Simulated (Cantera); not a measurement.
# Reactions in the system Cr-H-N-O

Cantera with NASA thermochemical tables; ideal gases at 1 bar, condensed phases pure. Values are per mole of reaction as written; species without (g) are pure solids or liquids, kept so even where they would boil at 1 bar.

4 CrO₃(g) + 4 NH₃(g) ⇌ N₂(g) + 2 Cr₂N + 12 OH(g)

| T (K) | ΔH° (kJ) | ΔS° (J/K) | ΔG° (kJ) | log10 K |
|---|---|---|---|---|
| 300 | 1576.7 | 691.4 | 1369.2 | -238.40 |
| 623 | 1610.8 | 772.4 | 1129.6 | -94.71 |
| 698 | 1615.5 | 779.6 | 1071.4 | -80.17 |
| 773 | 1619.6 | 785.1 | 1012.7 | -68.43 |
| 848 | 1623.2 | 789.6 | 953.6 | -58.74 |
| 923 | 1626.5 | 793.4 | 894.3 | -50.61 |
| 998 | 1629.8 | 796.7 | 834.6 | -43.68 |
